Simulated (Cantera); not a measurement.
An adiabatic, constant-pressure homogeneous reactor starts with 6.67 % CH4, 14.7 % O2, 78.7 % N2, at 975 K and 15.0 bar.

Cantera simulation using GRI-Mech 3.0 (53 species, 325 reactions); the numbers are that mechanism's predictions, not measurements. The pressure lies above the range GRI-Mech 3.0 was tuned for (to about 10 atm). Below about 1000 K GRI-Mech 3.0 lacks low-temperature oxidation paths.

Problem. Predict: time of steepest temperature rise; temperature at 2.00 s; equilibrium temperature; x(O2) at 2.00 s.

Solution. 
```
Item                                                               Value
---------------------------------  -------------------------------------
time of steepest temperature rise                                0.109 s
temperature at 2.00 s                                             2326 K
equilibrium temperature                                           2326 K
x(O2) at 2.00 s                    0.0121 (gas-phase equilibrium 0.0121)
```
